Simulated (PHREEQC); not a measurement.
Solution (30 °C): 0.0036 mol/kgw CuSO4, 0.15 mol/kgw H2SO4 and 0.091 mol/kgw FeCl3. Closed to the air; pH follows from the charge balance.

All values are PHREEQC results (ion-association model, phreeqc.dat), not measurements.

The pH comes out as 0.82, the ionic strength comes out as 0.436 mol/kgw and the activity of water is 0.989. The total alkalinity is -482 meq/kg.

| species | molality | activity | log γ |
|---|---|---|---|
| Cl- | 0.251 | 0.165 | -0.182 |
| H+ | 0.198 | 0.152 | -0.115 |
| HSO4- | 0.0704 | 0.0513 | -0.137 |
| FeSO4+ | 0.0322 | 0.0221 | -0.163 |
| FeHSO4+2 | 0.0319 | 0.00902 | -0.549 |
| FeCl+2 | 0.0152 | 0.00339 | -0.651 |
| SO4-2 | 0.0145 | 0.00311 | -0.668 |
| Fe+3 | 0.00630 | 0.000582 | -1.034 |
| FeCl2+ | 0.00311 | 0.00214 | -0.163 |
| Cu+2 | 0.00260 | 0.000669 | -0.590 |
| Fe(SO4)2- | 0.00211 | 0.00153 | -0.137 |
| CuCl+ | 0.000573 | 0.000377 | -0.182 |

Precipitation was switched off in this run. Saturation is exceeded, for instance for Hematite (slow to form), Goethite (slow to form); the values hold only as long as no solid forms.
